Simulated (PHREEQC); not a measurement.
A solution holds 0.61 mol KCl, 0.59 mol SrCl2 and 0.0001 mol H4SiO4 per kg of water, at 31 °C. Closed to the air; pH follows from the charge balance.

All values are PHREEQC results (Pitzer model, pitzer.dat), not measurements.

Each row changes one thing in this solution. Precipitation was switched off in this run.

| case | pH | H3SiO4- (mol/kgw) | SI of SiO2(a) (SiO2) |
|---|---|---|---|
| as made | 6.45 | 1.96e-7 | -1.34 |
| SrCl2 from 0.59 to 2.95 mol/kgw | 5.73 | 1.31e-7 | … |
| SrCl2 from 0.59 to 0.059 mol/kgw | 6.65 | 1.72e-7 | -1.36 |
| H4SiO4 replaced by K2SiO3 at the same molality | 9.39 | 6.31e-5 | -1.78 |
| H4SiO4 from 0.0001 to 9e-05 mol/kgw | 6.46 | 1.82e-7 | … |
| KCl left out | 6.47 | 1.95e-7 | -1.36 |
| SrCl2 left out | … | 1.65e-7 | -1.36 |

Some entries are withheld; supply them.


- SrCl2 from 0.59 to 2.95 mol/kgw, SI of SiO2(a) (SiO2): -1.14
- H4SiO4 from 0.0001 to 9e-05 mol/kgw, SI of SiO2(a) (SiO2): -1.38
- SrCl2 left out, pH: 6.68

Species that the database lacks are ignored. In brines, pH and single-ion activities rest on the MacInnes convention.
